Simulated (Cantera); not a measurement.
Input: 1 mol FeS2, 0.16 mol SO2, 4.2 mol CO2, held at 0.0310 bar.

Method: chemical equilibrium by Gibbs-energy minimisation in Cantera with the NASA 1993 tables (ideal gas, pure condensed phases). Candidate condensed phases: C, Fe, Fe(CO)5, FeO, FeS, FeSO4, FeS2, Fe2O3, Fe2(SO4)3, Fe3O4, S; 25 gas species. FeS: taken at fixed stoichiometry. Gases not in the tables: S3 to S7. Kinetics and transport are ignored.

Q: At 877 °C, list the 4 most abundant gas species with their mole fractions, and the condensed phases.

A: CO2 0.807, S2 0.0879, SO2 0.0561, CO 0.0455. Condensed: FeS(s).
